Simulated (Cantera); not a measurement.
# Silicon epitaxy and polysilicon growth: SiCl4 + H2

Input: 1 mol SiCl4, a varied amount of H2, at 100 Torr.

Method: chemical equilibrium by Gibbs-energy minimisation in Cantera with the NASA 1993 tables (ideal gas, pure condensed phases). Candidate condensed phases: Si; 19 gas species. The tables' values for SiCl3 are old estimates. Equilibrium is a limit: real reactors are often held back by kinetics, nucleation or transport.

Stable condensed phases:

```
T in K \ n(H2) in mol
         13 20 27 35 42 50 57 64
   1625   A  B  B  B  B  B  B  B
   1550   A  B  B  B  B  B  B  B
   1475   B  B  B  B  B  B  B  B
   1400   B  B  B  B  B  B  B  B
   1325   B  B  B  B  B  B  B  B
   1250   B  B  B  B  B  B  B  B
   1175   B  B  B  B  B  B  B  B
   1100   B  B  B  B  B  B  B  B
   1025   A  B  B  B  B  B  B  B
    950   A  A  A  A  A  A  A  B
```

A: gas only; B: Si.
